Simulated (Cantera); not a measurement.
An adiabatic, constant-pressure homogeneous reactor starts with CO : H2 : CH4 : O2 : N2 = 1 : 0.14 : 0.11 : 0.94 : 3.54 (molar parts), equivalence ratio 0.84, at 1598 K and 100000 Pa. Integrator tolerance rtol = 1e-08.

Model: GRI-Mech 3.0 (53 species, 325 reactions), integrated in Cantera.

Task: What does this change do: initial temperature 1598 to 1473 K?

Result: 
| quantity | before | after |
|---|---|---|
| time of steepest temperature rise | 40.3 µs | 62.3 µs |
| temperature at 2.00 s | 2740 K | 2700 K |
| equilibrium temperature | 2740 K | 2700 K |
| x(CO) at 2.00 s | 0.0706 (gas-phase equilibrium 0.0706) | 0.0638 (gas-phase equilibrium 0.0638) |
| x(H2) at 2.00 s | 0.00409 (gas-phase equilibrium 0.00409) | 0.00366 (gas-phase equilibrium 0.00366) |
| x(CH4) at 2.00 s | <1e-12 (gas-phase equilibrium <1e-12) | <1e-12 (gas-phase equilibrium <1e-12) |
| x(C2H4) at 2.00 s | <1e-12 (gas-phase equilibrium <1e-12) | <1e-12 (gas-phase equilibrium <1e-12) |
| x(NO) at 2.00 s | 0.0150 (gas-phase equilibrium 0.0150) | 0.0139 (gas-phase equilibrium 0.0139) |
| x(OH) at 2.00 s | 0.0146 (gas-phase equilibrium 0.0146) | 0.0132 (gas-phase equilibrium 0.0132) |

Task: What does this change do: 0.31 parts CO2 added?

Result: 
```tsv
quantity	before	after
time of steepest temperature rise	40.3 µs	43.1 µs
temperature at 2.00 s	2740 K	2672 K
equilibrium temperature	2740 K	2672 K
x(CO) at 2.00 s	0.0706 (gas-phase equilibrium 0.0706)	0.0693 (gas-phase equilibrium 0.0693)
x(H2) at 2.00 s	0.00409 (gas-phase equilibrium 0.00409)	0.00305 (gas-phase equilibrium 0.00305)
x(CH4) at 2.00 s	<1e-12 (gas-phase equilibrium <1e-12)	<1e-12 (gas-phase equilibrium <1e-12)
x(C2H4) at 2.00 s	<1e-12 (gas-phase equilibrium <1e-12)	<1e-12 (gas-phase equilibrium <1e-12)
x(NO) at 2.00 s	0.0150 (gas-phase equilibrium 0.0150)	0.0131 (gas-phase equilibrium 0.0131)
x(OH) at 2.00 s	0.0146 (gas-phase equilibrium 0.0146)	0.0121 (gas-phase equilibrium 0.0121)
```
